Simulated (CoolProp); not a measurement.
Aqueous ethylene glycol as a coolant, at -3 °C, 1 atm.

Computed with CoolProp (Melinder's fits for secondary coolants).

| mass % | freezing point (°C) | density (kg/m³) | Prandtl number | viscosity (mPa s) | cp (kJ/(kg K)) |
|---|---|---|---|---|---|
| 13.3 | -4.7 | 1019 | 22.7 | 2.89 | 3.979 |
| 22.5 | -9.4 | 1034 | 31.1 | 3.84 | 3.807 |
| 31.6 | -15.9 | 1048 | 42.0 | 5.08 | 3.613 |
| 40.8 | -24.7 | 1063 | 56.8 | 6.76 | 3.402 |
| 50 | -36.0 | 1076 | 77.2 | 9.08 | 3.186 |
| 59.1 | -49.7 | 1088 | 104 | 12.2 | 2.969 |
